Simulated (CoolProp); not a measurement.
Properties of fluorine along the isobar 1.01 bar.

Values from CoolProp's reference Helmholtz-energy equation of state, de Reuck 1990.

| T (°C) | phase | density (kg/m³) | Joule-Thomson coefficient (K/MPa) |
|---|---|---|---|
| -197.35 | liquid | 1565 | -0.2921 |
| -183.25 | gas | 5.287 | 22.64 |
| -169.05 | gas | 4.515 | 16.35 |
| -154.85 | gas | 3.949 | 12.36 |
| -140.65 | gas | 3.513 | 9.684 |
| -126.45 | gas | 3.165 | 7.799 |
| -112.25 | gas | 2.882 | 6.426 |
| -98.05 | gas | 2.645 | 5.396 |
| -83.85 | gas | 2.445 | 4.604 |
| -69.75 | gas | 2.274 | 3.985 |
